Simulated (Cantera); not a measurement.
Sublimation and decomposition of ceramics: Si3N4 + C + H2

A closed system holds: 1 mol Si3N4, 0.0058 mol C, 0.52 mol H2, equilibrated at 7.50 Pa.

Method: chemical equilibrium by Gibbs-energy minimisation in Cantera with the NASA 1993 tables (ideal gas, pure condensed phases). Candidate condensed phases: C, C6H6, C7H8, C8H18, Si, SiC, Si3N4; 105 gas species. Mutual solubility and eutectic melting of coexisting phases are not modelled. The tables' values for SiN are old estimates; treat these amounts as uncertain. Equilibrium is a limit: real reactors are often held back by kinetics, nucleation or transport.

```json
[
 {"T (°C)": "1375", "x N2": "0.789", "x Si": "0.00343", "x H2": "0.203", "x H": "0.00463", "x Si2": "1.14e-5", "x Si2C": "1.50e-5", "x Si2N": "3.36e-5", "n Si(s)": "2.99", "n SiC(s)": "0.00573", "n Si(l)": "0"},
 {"T (°C)": "1475", "x N2": "0.773", "x Si": "0.0194", "x H2": "0.195", "x H": "0.0117", "x Si2": "9.97e-5", "x Si2C": "0.000155", "x Si2N": "0.000131", "n Si(s)": "0", "n SiC(s)": "0.00531", "n Si(l)": "2.94"},
 {"T (°C)": "1575", "x N2": "0.715", "x Si": "0.0836", "x H2": "0.173", "x H": "0.0255", "x Si2": "0.000582", "x Si2C": "0.00114", "x Si2N": "0.000361", "n Si(s)": "0", "n SiC(s)": "0.00237", "n Si(l)": "2.75"},
 {"T (°C)": "1675", "x N2": "0.525", "x Si": "0.310", "x H2": "0.114", "x H": "0.0441", "x Si2": "0.00282", "x Si2C": "0.00149", "x Si2N": "0.000793", "n Si(s)": "0", "n SiC(s)": "0", "n Si(l)": "1.77"},
 {"T (°C)": "1775", "x N2": "0.353", "x Si": "0.518", "x H2": "0.0598", "x H": "0.0632", "x Si2": "0.00309", "x Si2C": "0.00100", "x Si2N": "0.000401", "n Si(s)": "0", "n SiC(s)": "0", "n Si(l)": "0"},
 {"T (°C)": "1875", "x N2": "0.345", "x Si": "0.513", "x H2": "0.0409", "x H": "0.0974", "x Si2": "0.00129", "x Si2C": "0.000908", "x Si2N": "9.87e-5", "n Si(s)": "0", "n SiC(s)": "0", "n Si(l)": "0"},
 {"T (°C)": "1975", "x N2": "0.339", "x Si": "0.506", "x H2": "0.0233", "x H": "0.130", "x Si2": "0.000579", "x Si2C": "0.000674", "x Si2N": "2.73e-5", "n Si(s)": "0", "n SiC(s)": "0", "n Si(l)": "0"},
 {"T (°C)": "2075", "x N2": "0.335", "x Si": "0.501", "x H2": "0.0113", "x H": "0.151", "x Si2": "0.000279", "x Si2C": "0.000360", "x Si2N": "8.46e-6", "n Si(s)": "0", "n SiC(s)": "0", "n Si(l)": "0"},
 {"T (°C)": "2175", "x N2": "0.333", "x Si": "0.498", "x H2": "0.00502", "x H": "0.163", "x Si2": "0.000144", "x Si2C": "0.000152", "x Si2N": "2.92e-6", "n Si(s)": "0", "n SiC(s)": "0", "n Si(l)": "0"}
]
```
x: gas mole fraction; n: condensed amount in mol.

At 1375 °C the condensed part is Si(s) + SiC(s). From 1475 °C to 1575 °C the condensed part is Si(l) + SiC(s). At 1675 °C the condensed part is Si(l). From 1775 °C to 2175 °C nothing is condensed. The main Si-bearing gas is Si throughout.
